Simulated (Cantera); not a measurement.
A perfectly stirred reactor is fed with CH4 : H2 = 1 : 10 (molar parts), at 21000 Pa; it is held at 1825 K, and followed from long to short residence time.

Model: GRI-Mech 3.0 (53 species, 325 reactions), integrated in Cantera. GRI-Mech 3.0 stops at C3 and has no aromatics, soot or wall deposition, so with more carbon than oxygen in the feed, carbon stays in small species such as C2H2 where larger ones or solid carbon would form.

x: mole fraction; the columns are a selection and need not sum to one.

| τ (s) | x CH4 | x H2 | x H | x C2H4 | x C2H6 | x CH3 | x CH2 |
|---|---|---|---|---|---|---|---|
| 15 | 0.00319 | 0.956 | 0.000942 | 0.000158 | 7.70e-8 | 6.33e-5 | 7.09e-8 |
| 4.6 | 0.00499 | 0.955 | 0.000937 | 0.000156 | 1.67e-7 | 9.83e-5 | 1.09e-7 |
| 1.4 | 0.00848 | 0.953 | 0.000926 | 0.000154 | 4.51e-7 | 0.000166 | 1.78e-7 |
| 0.43 | 0.0147 | 0.949 | 0.000908 | 0.000155 | 1.30e-6 | 0.000282 | 2.92e-7 |
| 0.13 | 0.0253 | 0.944 | 0.000880 | 0.000173 | 3.69e-6 | 0.000473 | 4.60e-7 |
| 0.040 | 0.0410 | 0.935 | 0.000842 | 0.000231 | 9.19e-6 | 0.000740 | 6.65e-7 |
| 0.012 | 0.0605 | 0.924 | 0.000796 | 0.000345 | 1.87e-5 | 0.00104 | 8.57e-7 |
| 0.0037 | [?] | 0.915 | 0.000738 | [?] | 2.72e-5 | 0.00124 | [?] |
| 0.0011 | 0.0862 | 0.910 | 0.000623 | 0.000364 | 2.63e-5 | 0.00118 | 7.62e-7 |
| 0.00034 | 0.0897 | 0.909 | [?] | [?] | [?] | [?] | [?] |
| 0.00010 | 0.0906 | 0.909 | 0.000141 | 6.40e-6 | 1.68e-6 | 0.000279 | 4.64e-8 |

**Question.** What belongs in the gaps?

**Answer.** 
- 0.0037, x CH4: 0.0768
- 0.0037, x C2H4: 0.000439
- 0.0037, x CH2: 9.31e-7
- 0.00034, x H: 0.000386
- 0.00034, x C2H4: 0.000115
- 0.00034, x C2H6: 1.25e-5
- 0.00034, x CH3: 0.000761
- 0.00034, x CH2: 3.25e-7
